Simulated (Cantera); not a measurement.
Feed: 1 mol Si, a varied amount of HCl, 1.7 mol H₂, at 13300 Pa.

Points: T (K) = 600, 675, 750, 825, 900, 975, 1050, 1125, 1200, 1275, 1350, 1425; n(HCl) (mol) = 0.6, 0.86, 1.1, 1.4, 1.6, 1.9, 2.1, 2.4, 2.6.

Cantera's Mixture.equilibrate('TP', solver="vcs", rtol=1e-11, max_steps=5000) on the NASA tables stopped like this:

```
ERROR: FAILURE its = 5001!

*******************************************************************************
CanteraError thrown by MultiPhase::equilibrate:
VCS solver failed. Return code: -1
*******************************************************************************
```

Q: What got this run through?

A: This is not unique; one that fits is The failure is numerical, not chemical. The same input converged with solver="gibbs", rtol=1e-10, max_steps=50000, and the result passed a check of the equilibrium conditions:
```
    600        0.6  Si(cr)
    600       0.86  Si(cr)
    600        1.1  Si(cr)
    600        1.4  Si(cr)
    600        1.6  Si(cr)
    600        1.9  Si(cr)
    600        2.1  Si(cr)
    600        2.4  Si(cr)
    600        2.6  Si(cr)
    675        0.6  Si(cr)
    675       0.86  Si(cr)
    675        1.1  Si(cr)
    675        1.4  Si(cr)
    675        1.6  Si(cr)
    675        1.9  Si(cr)
    675        2.1  Si(cr)
    675        2.4  Si(cr)
    675        2.6  Si(cr)
    750        0.6  Si(cr)
    750       0.86  Si(cr)
    750        1.1  Si(cr)
    750        1.4  Si(cr)
    750        1.6  Si(cr)
    750        1.9  Si(cr)
    750        2.1  Si(cr)
    750        2.4  Si(cr)
    750        2.6  Si(cr)
    825        0.6  Si(cr)
    825       0.86  Si(cr)
    825        1.1  Si(cr)
    825        1.4  Si(cr)
    825        1.6  Si(cr)
    825        1.9  Si(cr)
    825        2.1  Si(cr)
    825        2.4  Si(cr)
    825        2.6  Si(cr)
    900        0.6  Si(cr)
    900       0.86  Si(cr)
    900        1.1  Si(cr)
    900        1.4  Si(cr)
    900        1.6  Si(cr)
    900        1.9  Si(cr)
    900        2.1  Si(cr)
    900        2.4  Si(cr)
    900        2.6  Si(cr)
    975        0.6  Si(cr)
    975       0.86  Si(cr)
    975        1.1  Si(cr)
    975        1.4  Si(cr)
    975        1.6  Si(cr)
    975        1.9  Si(cr)
    975        2.1  Si(cr)
    975        2.4  Si(cr)
    975        2.6  Si(cr)
   1050        0.6  Si(cr)
   1050       0.86  Si(cr)
   1050        1.1  Si(cr)
   1050        1.4  Si(cr)
   1050        1.6  Si(cr)
   1050        1.9  Si(cr)
   1050        2.1  Si(cr)
   1050        2.4  Si(cr)
   1050        2.6  Si(cr)
   1125        0.6  Si(cr)
   1125       0.86  Si(cr)
   1125        1.1  Si(cr)
   1125        1.4  Si(cr)
   1125        1.6  Si(cr)
   1125        1.9  Si(cr)
   1125        2.1  Si(cr)
   1125        2.4  Si(cr)
   1125        2.6  Si(cr)
   1200        0.6  Si(cr)
   1200       0.86  Si(cr)
   1200        1.1  Si(cr)
   1200        1.4  Si(cr)
   1200        1.6  Si(cr)
   1200        1.9  Si(cr)
   1200        2.1  Si(cr)
   1200        2.4  Si(cr)
   1200        2.6  Si(cr)
   1275        0.6  Si(cr)
   1275       0.86  Si(cr)
   1275        1.1  Si(cr)
   1275        1.4  Si(cr)
   1275        1.6  Si(cr)
   1275        1.9  Si(cr)
   1275        2.1  Si(cr)
   1275        2.4  Si(cr)
   1275        2.6  Si(cr)
   1350        0.6  Si(cr)
   1350       0.86  Si(cr)
   1350        1.1  Si(cr)
   1350        1.4  Si(cr)
   1350        1.6  Si(cr)
   1350        1.9  Si(cr)
   1350        2.1  Si(cr)
   1350        2.4  Si(cr)
   1350        2.6  Si(cr)
   1425        0.6  Si(cr)
   1425       0.86  Si(cr)
   1425        1.1  Si(cr)
   1425        1.4  Si(cr)
   1425        1.6  Si(cr)
   1425        1.9  Si(cr)
   1425        2.1  Si(cr)
   1425        2.4  Si(cr)
   1425        2.6  Si(cr)
```

The gas is ideal and each condensed phase is pure. The tables' values for SiCl3 are old estimates.
